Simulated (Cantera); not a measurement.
A perfectly stirred reactor is fed with C3H8 : H2 = 1 : 2 (molar parts), at 0.000490 bar; it is held at 1750 K, and followed from long to short residence time.

Detailed kinetics in Cantera: GRI-Mech 3.0 (53 species, 325 reactions). GRI-Mech 3.0 was tuned for natural gas; its chemistry of propane as a main component is partial and can be far from experiment. GRI-Mech 3.0 stops at C3 and has no aromatics, soot or wall deposition, so with more carbon than oxygen in the feed, carbon stays in small species such as C2H2 where larger ones or solid carbon would form. Radical loss at walls, strong at low pressure, is not modelled.

Task: What does this change do: temperature 1750 to 1150 K?

Result: 
```tsv
quantity	before	after
x(C3H8) at τ = 10.0 s	2.73e-5	0.0158
x(H2) at τ = 10.0 s	0.724	0.533
x(C2H4) at τ = 10.0 s	0.000614	0.177
x(H) at τ = 10.0 s	0.00357	6.46e-5
x(C2H2) at τ = 10.0 s	0.241	0.0488
x(C3H8) at τ = 0.260 s	0.000983	0.229
x(H2) at τ = 0.260 s	0.647	0.617
x(C2H4) at τ = 0.260 s	0.0145	0.0766
x(H) at τ = 0.260 s	0.00454	5.60e-5
x(C2H2) at τ = 0.260 s	0.203	0.000667
```

Task: What does this change do: C3H8 1 to 3.1 parts?

Result: 
| quantity | before | after |
|---|---|---|
| x(C3H8) at τ = 10.0 s | 2.73e-5 | 3.68e-5 |
| x(H2) at τ = 10.0 s | 0.724 | 0.646 |
| x(C2H4) at τ = 10.0 s | 0.000614 | 0.000813 |
| x(H) at τ = 10.0 s | 0.00357 | 0.00341 |
| x(C2H2) at τ = 10.0 s | 0.241 | 0.315 |
| x(C3H8) at τ = 0.260 s | 0.000983 | 0.00136 |
| x(H2) at τ = 0.260 s | 0.647 | 0.550 |
| x(C2H4) at τ = 0.260 s | 0.0145 | 0.0200 |
| x(H) at τ = 0.260 s | 0.00454 | 0.00425 |
| x(C2H2) at τ = 0.260 s | 0.203 | 0.278 |
